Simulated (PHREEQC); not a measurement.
Make-up at 25 °C: 0.0012 mol HCl, 0.011 mol FeSO4 and 0.013 mol Na2SO4 per kg of water. Closed to the air; pH follows from the charge balance.

Computed with PHREEQC (ion-association model, wateq4f.dat).

Precipitation was switched off in this run.

**Question.** What pH, ionic strength does the model give?

**Answer.** pH 3.26; ionic strength 0.0643 mol/kgw.

**Question.** In which forms is Fe present?

**Answer.** Fe+2 62 %, FeSO4 38 % of the Fe.

Species that the database lacks are ignored.
